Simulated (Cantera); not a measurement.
A closed system holds: 1 mol Si, 1.4 mol HCl, 0.27 mol H2, at 1.90 bar.

These are equilibrium values from Cantera (NASA tables, ideal gas, pure condensed phases), not measurements of a reactor. Candidate condensed phases: Si; 19 gas species. The numbers say what is thermodynamically allowed, not how fast it happens.

Over these rows the condensed part is Si(s). Partial pressures as log10 of bar:

| T (K) | 1000/T (1/K) | log p SiCl2 | log p H2 | log p SiCl4 | log p SiHCl3 |
|---|---|---|---|---|---|
| 748 | 1.3369 | -6.12 | 0.12 | -0.44 | -0.71 |
| 773 | 1.2937 | -5.76 | 0.12 | -0.44 | -0.71 |
| 798 | 1.2531 | ? | 0.12 | -0.43 | -0.71 |
| 823 | 1.2151 | -5.10 | 0.12 | -0.43 | -0.72 |
| 848 | 1.1792 | -4.80 | 0.12 | -0.43 | -0.72 |
| 873 | 1.1455 | -4.52 | 0.12 | -0.43 | -0.73 |

**Question.** Fit log p(SiCl2) = a + b·(1000/T) to the five rows, give the apparent enthalpy, and predict the row at 798 K.

**Answer.** Means: 1000/T = 1.2341, log p = -5.260. Sxy = -0.212066, Sxx = 0.0253450, so b = -8.37 and a = -5.260 − (-8.37)×1.2341 = 5.07.
Apparent enthalpy: −19.145 × (-8.37) = 160 kJ/mol. With the condensed phases at unit activity, 1/2 Si(s) + 1/2 SiCl4(g) = SiCl2(g) links this pressure to the main gases: over the six rows their terms move log p by +0.01 in all, so the slope is close to that reaction's ΔH°. The five rows lie within 0.01 of the line.
Prediction at 798 K: 5.07 + (-8.37)×1.2531 = -5.42. The computed value is -5.42, 0.00 from the line.
